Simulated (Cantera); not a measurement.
A Cantera script and its output.

```python
import numpy as np
import cantera as ct

gas = ct.Solution("h2o2.yaml")
gas.TPX = 1350, 280, {'H2': 0.25, 'O2': 1}
inlet = ct.Reservoir(gas, clone=True)

reactor = ct.IdealGasConstPressureReactor(gas, energy="off", clone=False)
exhaust = ct.Reservoir(gas, clone=True)
tau = [10, 1.9, 0.35, 0.065, 0.012, 0.0022, 0.0004][0]
for a, b in ((inlet, reactor), (reactor, exhaust)):
    ct.MassFlowController(a, b, mdot=lambda t: reactor.mass / tau)
net = ct.ReactorNet([reactor])
show = ['H2', 'O2', 'OH', 'O', 'HO2', 'H2O2', 'H']

rows = []
print(f"{'tau/s':>10s}{'T/K':>9s}" + "".join(f"{s:>11s}" for s in show))
for tau in [10, 1.9, 0.35, 0.065, 0.012, 0.0022, 0.0004]:
    net.initial_time = 0.0
    net.advance(30 * tau)
    before = gas.X
    net.advance(40 * tau)
    drift = np.max(np.abs(gas.X - before) / (gas.X + 1e-9))
    rows.append([gas.T, *gas[show].X, drift])
    print(f"{tau:10.3e}{gas.T:9.1f}" + "".join(f"{x:11.3e}" for x in gas[show].X))
```

Output:

```
     tau/s      T/K         H2         O2         OH          O        HO2       H2O2          H
 1.000e+01   1350.0  1.120e-03  7.678e-01  5.470e-03  7.960e-03  8.773e-07  3.950e-08  1.691e-03
 1.900e+00   1350.0  3.065e-03  7.516e-01  8.972e-03  2.234e-02  1.235e-06  5.410e-08  7.954e-03
 3.500e-01   1350.0  6.748e-03  7.171e-01  1.298e-02  5.203e-02  1.354e-06  5.786e-08  2.810e-02
 6.500e-02   1350.0  1.006e-02  6.862e-01  1.514e-02  7.746e-02  1.289e-06  5.353e-08  5.121e-02
 1.200e-02   1350.0  1.489e-02  6.801e-01  1.650e-02  8.092e-02  1.251e-06  5.590e-08  6.011e-02
 2.200e-03   1350.0  3.499e-02  6.958e-01  1.895e-02  6.467e-02  1.194e-06  6.860e-08  5.992e-02
 4.000e-04   1350.0  1.190e-01  7.512e-01  1.424e-02  2.556e-02  8.561e-07  4.807e-08  3.214e-02
```

Model: the H2/O2 subset of GRI-Mech 3.0, which has no nitrogen chemistry, integrated in Cantera. Radical loss at walls, strong at low pressure, is not modelled. The temperature is held fixed by assumption; the heat of reaction is taken as removed at once.
